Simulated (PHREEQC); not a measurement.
## Metal-bearing waste water: speciation

A solution holds 0.0023 mol FeCl3, 0.041 mol NiCl2 and 0.032 mol NaHCO3 per kg of water, at 60 °C. Closed to the air; pH follows from the charge balance.

The numbers come from PHREEQC with the ion-association model, wateq4f.dat.

Precipitation was switched off in this run.

Q: Predict the pH, ionic strength.

A: pH 5.72; ionic strength 0.116 mol/kgw.

Q: In which forms is C present?

A: CO2 42 %, NiCO3 26 %, NiHCO3+ 17 %, HCO3- 15 % of the C.

Examples of supersaturated solids here: Hematite (slow to form), Goethite (slow to form). Others may be too. Away from 25 °C the constants follow the database's enthalpies or fits; those with neither stay at their 25 °C values. The database's nickel carbonate constants are estimates that later reviews lower a good deal.
